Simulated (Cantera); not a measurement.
## Thermodynamics of carbon deposition, reforming and gasification, feed C2H2 + H2

Charge: 1 mol C2H2, 1.1 mol H2, at 128 Torr.

Equilibrium computed with Cantera from the NASA thermochemical tables; the gas is ideal and each condensed phase is pure. Candidate condensed phases: C, C6H6, C7H8, C8H18; 76 gas species. Equilibrium is a limit: real reactors are often held back by kinetics, nucleation or transport.

```tsv
T (K)	x H2	x H	x C2H2 (acetylene)	x C2H	x C4H2	x C3	x CH4	x C2H2 (vinylidene)	n C(graphite)
1925	0.997	0.00232	0.000457	1.52e-8	8.35e-8	2.39e-11	8.83e-5	2.77e-8	2.00
2025	0.994	0.00465	0.000900	8.58e-8	3.28e-7	2.99e-10	6.68e-5	9.48e-8	2.00
2125	0.990	0.00876	0.00166	4.10e-7	1.13e-6	2.94e-9	5.18e-5	2.88e-7	1.99
2225	0.981	0.0156	0.00288	1.69e-6	3.44e-6	2.34e-8	4.08e-5	7.85e-7	1.99
2325	0.969	0.0263	0.00474	6.17e-6	9.50e-6	1.55e-7	3.26e-5	1.95e-6	1.98
2425	0.950	0.0423	0.00742	2.01e-5	2.39e-5	8.77e-7	2.61e-5	4.45e-6	1.97
2525	0.923	0.0653	0.0111	5.94e-5	5.50e-5	4.30e-6	2.09e-5	9.40e-6	1.95
2625	0.887	0.0970	0.0158	0.000160	0.000117	1.86e-5	1.66e-5	1.84e-5	1.93
2725	0.839	0.139	0.0216	0.000397	0.000232	7.19e-5	1.29e-5	3.38e-5	1.90
2825	0.779	0.191	0.0282	0.000911	0.000426	0.000252	9.80e-6	5.79e-5	1.86
```
x: gas mole fraction; n: condensed amount in mol.

From 1925 K to 2825 K the condensed part is C(graphite). The main C-bearing gas is C2H2 (acetylene) throughout. The share of C in condensed phases is highest at 1925 K (99.9 %) and lowest at 2825 K (92.9 %).
